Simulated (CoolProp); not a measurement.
The numbers come from the reference Helmholtz-energy equation of state, de Reuck 1993 in CoolProp.

Q: For methanol, give the phase and the cv (kJ/(kg K)), Prandtl number at 620 K and 0.101 MPa.

A: 
- 620 K and 0.101 MPa: gas; cv 1.89, Prandtl number 0.788

Viscosity comes from a separate model (Xiang 2006). Thermal conductivity comes from a separate model (Sykioti 2013).
